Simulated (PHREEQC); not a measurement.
# Polishing slurry liquid

A solution holds 0.16 mol K2CO3 and 0.0016 mol Al(NO3)3 per kg of water, at 25 °C and 100 atm. Closed to the air; pH follows from the charge balance.

Computed with PHREEQC (ion-association model, phreeqc.dat).

Each row changes one thing in this solution. This is a speciation only: nothing precipitates in the calculation.

```tsv
case	pH	ionic strength (mol/kgw)
as made	11.06	0.472
K2CO3 from 0.16 to 0.016 mol/kgw	10.20	0.0414
temperature from 25 to 15 °C	11.21	0.472
Al(NO3)3 replaced by Zn(NO3)2 at the same molality	11.36	0.474
K2CO3 left out	4.00	0.00938
Al(NO3)3 from 0.0016 to 0.00032 mol/kgw	11.31	0.475
temperature from 25 to 20 °C	11.14	0.472
Al(NO3)3 from 0.0016 to 0.016 mol/kgw	10.00	0.416
```

Some of these states are supersaturated (in Gibbsite (slow to form), for instance). Under pressure, the constants of complexes without a molar volume in the database are unreliable. The database's zinc carbonate complexes are estimates, stronger than later reviews accept.
